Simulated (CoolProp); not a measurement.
Aqueous potassium carbonate as a coolant, at -1 °C, 1 atm.

Computed with CoolProp (Melinder's fits for secondary coolants).

```tsv
mass %	freezing point (°C)	viscosity (mPa s)	Prandtl number	cp (kJ/(kg K))	density (kg/m³)
7.6	-2.6	2.11	14.2	3.760	1073
10.8	-4.0	2.25	14.7	3.626	1105
14	-5.4	2.42	15.4	3.502	1136
17.2	-7.1	2.64	16.3	3.381	1169
20.5	-9.1	2.92	17.5	3.258	1204
23.7	-11.6	3.28	19.1	3.139	1238
26.9	-14.8	3.76	21.2	3.026	1273
30.2	-18.9	4.42	24.1	2.918	1310
```
